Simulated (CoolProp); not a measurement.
Vapour-liquid equilibrium of R143a (1) + n-butane (2) at 41.95 °C; x and y are mole fractions of (1).

Computed with CoolProp (multi-fluid Helmholtz-energy mixture model, Lemmon and Jacobsen 2000 and Bücker 2006; pair parameters Bell 2016).

```tsv
x	bubble pressure, mixture model (MPa)	bubble pressure, Raoult's law (MPa)	y, mixture model	y, Raoult's law
0.05	0.6018	0.4754	0.331	0.202
0.2	1.020	0.7032	0.613	0.545
0.35	1.266	0.9309	0.703	0.721
0.5	1.440	1.159	0.759	0.828
0.65	1.592	1.386	0.812	0.899
0.8	1.739	1.614	0.877	0.950
0.95	1.878	1.842	0.964	0.989
```

The largest gap from Raoult's law is +45.1 % in bubble pressure, at x = 0.2. No azeotrope shows between x = 0.05 and 0.95.

The pair parameters rest on a limited set of measurements; away from them the model extrapolates.
